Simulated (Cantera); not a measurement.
Feed: 1 mol SiO₂, 1.9 mol CH₄, 1.2 mol CO, at 1.60 mbar.

Cantera equilibrium calculation (NASA polynomials, part measured and part estimated; ideal gas, pure solids and liquids). Candidate condensed phases: C, C₆H₆, C₇H₈, C₈H₁₈, H₂O, Si, SiC, SiO₂; 123 gas species. Gases not in the tables: Si₂H₆ and higher silanes. The numbers say what is thermodynamically allowed, not how fast it happens.

x: gas mole fraction; n: condensed amount in mol.

```csv
T (K),x H₂,x CO,x SiO,x H,x Si,n SiC(s)
1573,0.542,0.378,0.0785,0.000749,2.92e-6,0.450
1623,0.542,0.378,0.0785,0.00127,9.02e-6,0.450
1673,0.541,0.378,0.0785,0.00209,2.60e-5,0.450
1723,0.540,0.378,0.0784,0.00335,7.03e-5,0.450
1773,0.539,0.378,0.0783,0.00522,0.000180,0.449
1823,0.536,0.377,0.0780,0.00793,0.000436,0.448
1873,0.533,0.376,0.0775,0.0118,0.00101,0.446
1923,0.528,0.376,0.0766,0.0171,0.00222,0.441
1973,0.521,0.375,0.0748,___,___,0.431
2023,0.511,0.373,0.0716,___,___,0.412
2073,0.497,0.372,0.0659,0.0463,0.0178,0.375
2123,0.477,0.371,0.0567,0.0619,0.0317,0.310
```

Problem. What belongs in the gaps?

Solution. 
- 1973, x H: 0.0244
- 1973, x Si: 0.00467
- 2023, x H: 0.0339
- 2023, x Si: 0.00937
